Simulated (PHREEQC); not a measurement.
1 kg of water meets 20 L of dry gas (CO2 0.61, CH4 0.39 by moles) at fixed total pressure, at 40 °C; fugacities by Peng-Robinson. The gases take part in no redox reaction, some water evaporates into the gas, and hydrates or a liquid gas phase aren't modelled. Nothing may precipitate in this run.

Computed with PHREEQC (ion-association model, phreeqc.dat).

```csv
P (atm),dissolved CO2 (all carbonate carbon) (mol/kgw),φ of CO2,p of CO2 (atm)
2,0.0274,0.991,1.16
5,0.0689,…,2.97
10,…,0.954,5.99
20,0.257,0.909,12.0
30,0.364,0.865,18.1
40,0.459,…,24.2
50,0.541,0.782,30.2
75,0.693,0.685,45.4
100,0.783,0.596,60.7
150,0.849,0.459,91.1
200,0.876,…,122
300,0.920,…,182
400,0.957,0.271,243
```

Task: Some entries are withheld; supply them.

Result: 
- 5, φ of CO2: 0.977
- 10, dissolved CO2 (all carbonate carbon) (mol/kgw): 0.135
- 40, φ of CO2: 0.823
- 200, φ of CO2: 0.380
- 300, φ of CO2: 0.304

Constants without temperature data keep their 25 °C values here.
